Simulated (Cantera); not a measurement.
Input: 1 mol SiHCl₃, 0.45 mol HCl, 370 mol H₂, at 900 K.

Method: chemical equilibrium by Gibbs-energy minimisation in Cantera with the NASA 1993 tables (ideal gas, pure condensed phases). Candidate condensed phases: Si; 19 gas species. The tables' values for SiCl₃ are old estimates; treat these amounts as uncertain. Rates play no part.

x: gas mole fraction; n: condensed amount in mol.

```json
[
 {"P (Pa)": "100", "x H₂": "0.993", "x HCl": "0.00677", "x SiHCl₃": "0.000181", "x SiCl₄": "0.000436", "x SiH₂Cl₂": "7.16e-6", "x SiCl₂": "6.28e-5", "x SiCl₃": "2.39e-5", "n Si(s)": "0.735"},
 {"P (Pa)": "230", "x H₂": "0.993", "x HCl": "0.00591", "x SiHCl₃": "0.000278", "x SiCl₄": "0.000583", "x SiH₂Cl₂": "1.26e-5", "x SiCl₂": "4.78e-5", "x SiCl₃": "2.42e-5", "n Si(s)": "0.648"},
 {"P (Pa)": "540", "x H₂": "0.994", "x HCl": "(withheld)", "x SiHCl₃": "(withheld)", "x SiCl₄": "(withheld)", "x SiH₂Cl₂": "(withheld)", "x SiCl₂": "(withheld)", "x SiCl₃": "2.28e-5", "n Si(s)": "(withheld)"},
 {"P (Pa)": "1300", "x H₂": "0.994", "x HCl": "0.00418", "x SiHCl₃": "0.000552", "x SiCl₄": "0.000816", "x SiH₂Cl₂": "3.54e-5", "x SiCl₂": "2.38e-5", "x SiCl₃": "2.02e-5", "n Si(s)": "0.461"},
 {"P (Pa)": "2900", "x H₂": "0.995", "x HCl": "(withheld)", "x SiHCl₃": "(withheld)", "x SiCl₄": "0.000871", "x SiH₂Cl₂": "(withheld)", "x SiCl₂": "(withheld)", "x SiCl₃": "1.74e-5", "n Si(s)": "(withheld)"},
 {"P (Pa)": "6800", "x H₂": "0.995", "x HCl": "0.00282", "x SiHCl₃": "0.000890", "x SiCl₄": "0.000888", "x SiH₂Cl₂": "8.46e-5", "x SiCl₂": "1.09e-5", "x SiCl₃": "1.42e-5", "n Si(s)": "0.297"},
 {"P (Pa)": "16000", "x H₂": "0.996", "x HCl": "0.00226", "x SiHCl₃": "0.00108", "x SiCl₄": "0.000866", "x SiH₂Cl₂": "0.000128", "x SiCl₂": "7.00e-6", "x SiCl₃": "1.13e-5", "n Si(s)": "0.220"},
 {"P (Pa)": "37000", "x H₂": "0.996", "x HCl": "0.00181", "x SiHCl₃": "0.00127", "x SiCl₄": "0.000812", "x SiH₂Cl₂": "0.000189", "x SiCl₂": "4.45e-6", "x SiCl₃": "8.71e-6", "n Si(s)": "0.149"},
 {"P (Pa)": "86000", "x H₂": "0.996", "x HCl": "0.00143", "x SiHCl₃": "0.00145", "x SiCl₄": "0.000731", "x SiH₂Cl₂": "0.000273", "x SiCl₂": "2.77e-6", "x SiCl₃": "6.52e-6", "n Si(s)": "0.0797"},
 {"P (Pa)": "200000", "x H₂": "0.996", "x HCl": "0.00111", "x SiHCl₃": "0.00161", "x SiCl₄": "0.000633", "x SiH₂Cl₂": "0.000388", "x SiCl₂": "1.69e-6", "x SiCl₃": "4.74e-6", "n Si(s)": "0.0122"}
]
```

Task: What belongs in the gaps?

Result: 
- 2900, x HCl: 0.00347
- 2900, x SiHCl₃: 0.000709
- 2900, x SiH₂Cl₂: 5.47e-5
- 2900, x SiCl₂: 1.65e-5
- 2900, n Si(s): 0.379
- 540, x HCl: 0.00503
- 540, x SiHCl₃: 0.000401
- 540, x SiCl₄: 0.000715
- 540, x SiH₂Cl₂: 2.14e-5
- 540, x SiCl₂: 3.46e-5
- 540, n Si(s): 0.555
